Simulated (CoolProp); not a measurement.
The numbers come from the reference Helmholtz-energy equation of state, Lemmon 2022 in CoolProp.

Q: Give the vapour pressure (kPa), enthalpy of vaporisation (kJ/kg), liquid viscosity (µPa s), vapour viscosity (µPa s) of saturated R1234yf at -95.35 °C.

A: 
| T (°C) | p (kPa) | enthalpy of vaporisation (kJ/kg) | liquid viscosity (µPa s) | vapour viscosity (µPa s) |
|---|---|---|---|---|
| -95.35 | 1.50 | 213 | 917 | 7.29 |

Viscosity comes from a separate model (Bell 2016), an estimate that may be off by 10 % or more.
